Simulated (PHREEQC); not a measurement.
**Sulfide liquor: speciation**

Make-up at 20 °C: 0.034 mol Na2S, 0.15 mol HCl and 0.00086 mol MnCl2 per kg of water. Closed to the air; pH follows from the charge balance.

The numbers come from PHREEQC with the ion-association model, wateq4f.dat.

No solid was allowed to form.

What pH does the model give?

pH 1.18.

In which forms is Mn present?

Mn+2 82 %, MnCl+ 18 %, MnCl2 0.6 % of the Mn.

The polysulfide entries of wateq4f.dat were taken out for this run.
